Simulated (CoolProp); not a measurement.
Saturation properties of CHF3 (R23) (Tc = 299.3 K, pc = 4832 kPa, ω = 0.263).

Model: reference Helmholtz-energy equation of state, Penoncello 2003, in CoolProp.

```json
[
 {"T (K)": "165.6", "p (kPa)": "17.70", "vapour density (kg/m³)": "0.9130", "liquid cp (kJ/(kg K))": "1.206", "liquid conductivity (mW/(m K))": "162"},
 {"T (K)": "174", "p (kPa)": "…", "vapour density (kg/m³)": "1.660", "liquid cp (kJ/(kg K))": "1.214", "liquid conductivity (mW/(m K))": "152"},
 {"T (K)": "182.4", "p (kPa)": "59.46", "vapour density (kg/m³)": "2.831", "liquid cp (kJ/(kg K))": "1.224", "liquid conductivity (mW/(m K))": "143"},
 {"T (K)": "190.8", "p (kPa)": "99.39", "vapour density (kg/m³)": "4.579", "liquid cp (kJ/(kg K))": "…", "liquid conductivity (mW/(m K))": "…"},
 {"T (K)": "199.2", "p (kPa)": "158.1", "vapour density (kg/m³)": "7.084", "liquid cp (kJ/(kg K))": "…", "liquid conductivity (mW/(m K))": "128"},
 {"T (K)": "207.6", "p (kPa)": "…", "vapour density (kg/m³)": "10.56", "liquid cp (kJ/(kg K))": "1.273", "liquid conductivity (mW/(m K))": "122"},
 {"T (K)": "216", "p (kPa)": "354.0", "vapour density (kg/m³)": "…", "liquid cp (kJ/(kg K))": "1.299", "liquid conductivity (mW/(m K))": "…"},
 {"T (K)": "224.4", "p (kPa)": "503.8", "vapour density (kg/m³)": "21.47", "liquid cp (kJ/(kg K))": "1.330", "liquid conductivity (mW/(m K))": "110"},
 {"T (K)": "232.8", "p (kPa)": "697.4", "vapour density (kg/m³)": "…", "liquid cp (kJ/(kg K))": "1.369", "liquid conductivity (mW/(m K))": "105"}
]
```

Q: What belongs in the gaps?

A: 
- 174, p (kPa): 33.57
- 190.8, liquid cp (kJ/(kg K)): 1.237
- 190.8, liquid conductivity (mW/(m K)): 135
- 199.2, liquid cp (kJ/(kg K)): 1.253
- 207.6, p (kPa): 241.0
- 216, vapour density (kg/m³): 15.25
- 216, liquid conductivity (mW/(m K)): 116
- 232.8, vapour density (kg/m³): 29.59

It boils at 191.1 K under 1 atm.

Thermal conductivity comes from a separate model (Shan 2000).
